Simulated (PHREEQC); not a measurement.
0.12 g of hydrous ferric oxide (600 m²/g; 0.2 weak and 0.005 strong sites per Fe, Dzombak-Morel constants, diffuse double layer) in 1 kg of water with 0.001 mol/kgw of an inert sodium salt and 3.1e-05 mol NaH2PO4, at 25 °C; the pH is set by adding NaOH or the inert anion's acid. Oxygen is held at 0.21 atm. CO2 from the air is kept out. Precipitation was switched off in this run.

The series has 13 steps of pH, from 4 to 10.

Equilibrium calculation in PHREEQC: ion-association model, wateq4f.dat.

Problem. Near which pH is half of the P sorbed, and on which side is more sorbed?

Solution. Near pH 8.8, with more sorbed at lower pH.

Problem. At which pH does the surface charge pass through zero?

Solution. Near pH 7.8.

Complexes and solids missing from the database can't appear. H3PO4, which wateq4f.dat lacks, is added to it with the constant of phreeqc.dat.
